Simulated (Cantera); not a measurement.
A closed system holds: 1 mol CuO, 0.71 mol CH4, 0.061 mol CO.

Method: chemical equilibrium by Gibbs-energy minimisation in Cantera with the NASA 1993 tables (ideal gas, pure condensed phases). Candidate condensed phases: C, C6H6, C7H8, C8H18, Cu, CuO, Cu(OH)2, Cu2O, H2O; 113 gas species. Rates play no part.

Stable condensed phases, one row left out:

```
T in °C \ P in Pa
              10      42     180     750    3200   13000   56000  240000 1000000
   2350        A       A       A       A       A       A       A       B       B
   2250        A       A       A       A       A       A       A       B       B
   2150        A       A       A       A       A       A       B       B       B
   2050        A       A       A       A       A       A       B       B       B
   1950        A       A       A       A       A       B       B       B       B
   1850        A       A       A       A       A       B       B       B       B
   1650        A       A       A       B       B       B       B       B       B
   1550        A       A       A       B       B       B       B       B       B
   1450        A       A       B       B       B       B       B       B       B
   1350        A       B       B       B       B       B       B       B       B
   1250        B       B       B       B       B       B       B       B       B
   1150        B       B       B       B       B       B       B       B       B
```

A: gas only; B: Cu.

Task: Give the row for 1750 °C.

Result: 10: gas only; 42: gas only; 180: gas only; 750: gas only; 3200: Cu; 13000: Cu; 56000: Cu; 240000: Cu; 1000000: Cu.
